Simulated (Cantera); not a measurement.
A perfectly stirred reactor is fed with N2O = 1 (molar parts), at 1.01 bar; it is held at 1198 K, and followed from long to short residence time.

Model: GRI-Mech 3.0 (53 species, 325 reactions), integrated in Cantera. GRI-Mech 3.0 was tuned for natural gas; its chemistry of N2O as a main component is partial and can be far from experiment. The mechanism lacks the step 2 NO + O2 → 2 NO2, which can matter for NO2 below about 1400 K. The temperature is held fixed by assumption; the heat of reaction is taken as removed at once.

x: mole fraction; the columns are a selection and need not sum to one.

```tsv
τ (s)	x N2O	x NO	x O	x NO2	x O2
0.38	0.765	0.0152	1.50e-6	0.000167	0.0704
0.23	0.841	0.0105	1.56e-6	0.000113	0.0476
0.14	0.896	(withheld)	1.60e-6	(withheld)	(withheld)
0.086	0.933	0.00456	1.63e-6	4.47e-5	0.0201
0.053	0.957	0.00292	1.64e-6	2.63e-5	0.0128
0.032	0.974	0.00181	1.66e-6	1.44e-5	0.00787
0.020	0.983	(withheld)	1.66e-6	(withheld)	(withheld)
0.012	0.990	0.000695	1.67e-6	3.70e-6	0.00301
0.0074	0.994	0.000431	1.67e-6	1.72e-6	0.00186
```

**Question.** What belongs in the gaps?

**Answer.** 
- 0.14, x NO: 0.00701
- 0.14, x NO2: 7.25e-5
- 0.14, x O2: 0.0312
- 0.020, x NO: 0.00115
- 0.020, x NO2: 7.74e-6
- 0.020, x O2: 0.00498
